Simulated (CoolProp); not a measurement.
Nitrogen along the isobar 2450 kPa: Z from the reference equation and from simpler models built on Tc = 126.2 K, pc = 3396 kPa, ω = 0.037; each cubic takes its own stable root.

The numbers come from the reference Helmholtz-energy equation of state, Span 2000 in CoolProp.

| T (K) | phase | reference | van der Waals | Redlich-Kwong | Soave-Redlich-Kwong | Peng-Robinson |
|---|---|---|---|---|---|---|
| 84.6 | liquid | 0.1252 | 0.1804 | 0.1246 | ? | 0.1109 |
| 91.7 | liquid | 0.1209 | ? | 0.1215 | 0.1219 | 0.1079 |
| 98.7 | liquid | 0.1183 | 0.1705 | 0.1206 | 0.1208 | 0.1068 |
| 105.8 | liquid | 0.1177 | 0.1704 | 0.1225 | 0.1225 | 0.1083 |
| 112.8 | liquid | 0.1201 | 0.1764 | 0.1292 | 0.1289 | 0.1142 |
| 126.9 | gas | ? | 0.7265 | 0.6975 | 0.6976 | 0.6734 |
| 134 | gas | 0.7640 | 0.7747 | 0.7597 | 0.7611 | 0.7379 |
| 141 | gas | ? | 0.8096 | 0.8027 | 0.8051 | 0.7830 |
| 148.1 | gas | 0.8406 | 0.8371 | 0.8355 | ? | ? |
| 155.1 | gas | 0.8658 | 0.8588 | 0.8608 | 0.8648 | 0.8447 |
| 162.2 | gas | 0.8863 | 0.8769 | 0.8813 | 0.8861 | 0.8668 |
| 169.2 | gas | 0.9028 | ? | 0.8979 | 0.9032 | 0.8848 |
| 176.3 | gas | 0.9167 | 0.9044 | 0.9118 | 0.9177 | 0.9001 |
| 183.3 | gas | 0.9282 | 0.9151 | 0.9234 | 0.9296 | 0.9128 |
| 190.4 | gas | 0.9380 | 0.9245 | 0.9333 | ? | 0.9238 |

Task: Some entries are withheld; supply them.

Result: 
- 84.6, Soave-Redlich-Kwong: 0.1253
- 91.7, van der Waals: 0.1740
- 126.9, reference: 0.6997
- 141, reference: 0.8076
- 148.1, Soave-Redlich-Kwong: 0.8388
- 148.1, Peng-Robinson: 0.8177
- 169.2, van der Waals: 0.8917
- 190.4, Soave-Redlich-Kwong: 0.9399
